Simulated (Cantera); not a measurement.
An adiabatic, constant-volume homogeneous reactor starts with C3H8 : O2 : N2 = 1 : 16.1 : 158 (molar parts), at 1773 K and 1.78 atm.

Computed with Cantera and GRI-Mech 3.0 (53 species, 325 reactions). GRI-Mech 3.0 was tuned for natural gas; its chemistry of propane as a main component is partial and can be far from experiment.

One state of this run: T (K) = 2108; P (bar) = 2.16; x C3H8 = <1e-12; x O2 = 0.0617; x HO2 = 3.41e-6; x HCO = 5.23e-10; x C2H2 = <1e-12; x C2H = <1e-12. x: mole fraction; the columns are a selection and need not sum to one.

Task: Which value of t (s) does it belong to?
A. 0.200
B. 4.82e-5
C. 1.20e-5
D. 0.000193

Result: D, 0.000193
